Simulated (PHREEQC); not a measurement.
PHREEQC input (ion-association model, wateq4f.dat):

```
SOLUTION_MASTER_SPECIES
  An  An-  0  An  62.0  # stands for a non-complexing anion
SOLUTION_SPECIES
  An- = An-
    -log_k 0
    -gamma 3.0 0
PHASES
  Fix_H+
    H+ = H+
    -log_k 0
SOLUTION 1
  temp 25
  units mmol/kgw
  pH 7 charge
  Cl 0.0015
  Pb 0.00075
  Na 300
  An 300
END
SELECTED_OUTPUT 1
  -reset false
  -pH true
  -pe true
  -ionic_strength true
  -water true
  -totals Cl Na Pb
  -molalities Hfo_wOH Hfo_wOH2+ Hfo_wO- Hfo_sOH Hfo_sOH2+ Hfo_sO- Hfo_sOPb+ Hfo_wOPb+
  -saturation_indices Litharge Cotunnite Laurionite Halite
USER_PUNCH 1
  -headings sigma psi
  10 PUNCH EDL("sigma", "Hfo"), EDL("psi", "Hfo")
PRINT
  -reset false
USE solution 1
SURFACE 1
  Hfo_wOH 0.000125843 600 0.056
  Hfo_sOH 3.14607e-06
EQUILIBRIUM_PHASES 1
  Fix_H+ -3 HAn 10
    -force_equality true
  O2(g) -0.68 10
END
# ... the last block is repeated for the other 16 points of pH, with NaOH or the acid as the point needs
```

Selected output (columns that matter, 17 of 17 rows; pH added in front):

```
pH	mu	Na	Pb	m_Hfo_wOH	m_Hfo_wOH2+	m_Hfo_wO-	m_Hfo_sOH	m_Hfo_sOH2+	m_Hfo_sO-	si_Litharge	si_Cotunnite	si_Halite	sigma	psi
3	0.30134	0.3	7.4845e-07	8.4968e-07	0.00012499	1.3232e-10	2.1232e-08	3.1233e-06	3.3064e-12	-13.389	-13.877	-8.236	0.36793	0.12555
3.5	0.30047	0.3	7.3503e-07	2.585e-06	0.00012326	1.2419e-09	6.4317e-08	3.0668e-06	3.0901e-11	-12.397	-13.884	-8.2358	0.36282	0.12492
4	0.30019	0.3	6.3056e-07	7.2877e-06	0.00011854	1.0263e-08	1.7529e-07	2.8513e-06	2.4686e-10	-11.463	-13.95	-8.2357	0.34894	0.12297
4.5	0.3001	0.3	2.9551e-07	1.7584e-05	0.00010819	6.5467e-08	3.7622e-07	2.3149e-06	1.4007e-09	-10.792	-14.28	-8.2357	0.31847	0.11837
5	0.30006	0.3	5.8257e-08	3.3947e-05	9.1607e-05	2.8818e-07	6.625e-07	1.7878e-06	5.6241e-09	-10.498	-14.985	-8.2357	0.26936	0.10996
5.5	0.30004	0.3	8.1045e-09	5.2753e-05	7.2205e-05	8.8293e-07	1.0086e-06	1.3805e-06	1.688e-08	-10.355	-15.842	-8.2357	0.21087	0.097825
6	0.30003	0.3	1.1002e-09	6.9661e-05	5.4126e-05	2.0539e-06	1.328e-06	1.0318e-06	3.9153e-08	-10.225	-16.712	-8.2356	0.15454	0.082794
6.5	0.30002	0.3	1.5345e-10	8.2396e-05	3.9509e-05	3.9365e-06	1.5701e-06	7.5286e-07	7.5013e-08	-10.087	-17.574	-8.2356	0.10626	0.065616
7	0.30001	0.3	2.2235e-11	9.0616e-05	2.8663e-05	6.5627e-06	1.7266e-06	5.4616e-07	1.2505e-07	-9.9477	-18.435	-8.2356	0.066831	0.046726
7.5	0.30001	0.3	3.5143e-12	9.5022e-05	2.0941e-05	9.8774e-06	1.8106e-06	3.9903e-07	1.8821e-07	-9.8114	-19.299	-8.2356	0.034533	0.026432
8	0.3	0.3	6.8598e-13	9.657e-05	1.538e-05	1.3891e-05	1.8401e-06	2.9306e-07	2.6468e-07	-9.6774	-20.165	-8.2356	0.0065127	0.0051988
8.5	0.30001	0.30001	1.9228e-13	9.5809e-05	1.1118e-05	1.8913e-05	1.8256e-06	2.1186e-07	3.6038e-07	-9.5365	-21.024	-8.2356	-0.020658	-0.016246
9	0.30002	0.30003	8.2523e-14	9.254e-05	7.6476e-06	2.5653e-05	1.7633e-06	1.4572e-07	4.888e-07	-9.3739	-21.861	-8.2356	-0.05054	-0.037102
9.5	0.30006	0.30008	5.6718e-14	8.5953e-05	4.8271e-06	3.5061e-05	1.6378e-06	9.1978e-08	6.6807e-07	-9.1741	-22.661	-8.2355	-0.086328	-0.056756
10	0.30017	0.30019	6.8759e-14	7.5161e-05	2.697e-06	4.7984e-05	1.4321e-06	5.139e-08	9.143e-07	-8.9213	-23.409	-8.2354	-0.13038	-0.074826
10.5	0.3005	0.30053	1.6253e-13	5.9936e-05	1.2733e-06	6.4632e-05	1.142e-06	2.4262e-08	1.2315e-06	-8.5953	-24.083	-8.235	-0.18327	-0.090937
11	0.30151	0.30156	9.1886e-13	4.1573e-05	4.7249e-07	8.3796e-05	7.9214e-07	9.003e-09	1.5967e-06	-8.1648	-24.652	-8.2338	-0.2417	-0.10444
```

Species that the database lacks are ignored. The oxide is taken as insoluble; below pH 4 it would dissolve.
